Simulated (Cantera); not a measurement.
**Thermodynamics of carbothermic reduction, feed Cu2O + CH4 + H2**

A closed system holds: 1 mol Cu2O, a varied amount of CH4, 0.25 mol H2, equilibrated at 825 °C and 0.0100 bar.

Method: chemical equilibrium by Gibbs-energy minimisation in Cantera with the NASA 1993 tables (ideal gas, pure condensed phases). Candidate condensed phases: C, C6H6, C7H8, C8H18, Cu, CuO, Cu(OH)2, Cu2O, H2O; 113 gas species. Rates play no part.

| n(CH4) (mol) | x H2 | x CO | x H2O | x CO2 | n Cu(s) | n C(graphite) |
|---|---|---|---|---|---|---|
| 0.63 | 0.583 | 0.244 | 0.122 | 0.0507 | 2.00 | 0 |
| 0.81 | 0.648 | 0.281 | 0.0496 | 0.0213 | 2.00 | 0 |
| 1 | 0.692 | 0.307 | 0.000195 | 8.61e-5 | 2.00 | 0.000346 |
| 1.3 | 0.740 | 0.260 | 0.000176 | 6.13e-5 | 2.00 | 0.300 |
| 1.7 | 0.785 | 0.215 | 0.000155 | 4.21e-5 | 2.00 | 0.700 |
| 2.2 | 0.823 | 0.177 | 0.000133 | 2.85e-5 | 2.00 | 1.20 |
| 2.8 | 0.854 | 0.146 | 0.000114 | 1.94e-5 | 2.00 | 1.80 |
| 3.5 | 0.878 | 0.121 | 9.76e-5 | 1.34e-5 | 2.00 | 2.50 |
| 4.5 | 0.902 | 0.0975 | 8.07e-5 | 8.66e-6 | 2.00 | 3.50 |
| 5.8 | 0.922 | 0.0778 | 6.58e-5 | 5.51e-6 | 2.00 | 4.80 |
x: gas mole fraction; n: condensed amount in mol.

From 0.63 mol CH4 to 0.81 mol CH4 the condensed part is Cu(s). From 1 mol CH4 to 5.8 mol CH4 the condensed part is C(graphite) + Cu(s). The main Cu-bearing gas is Cu throughout.
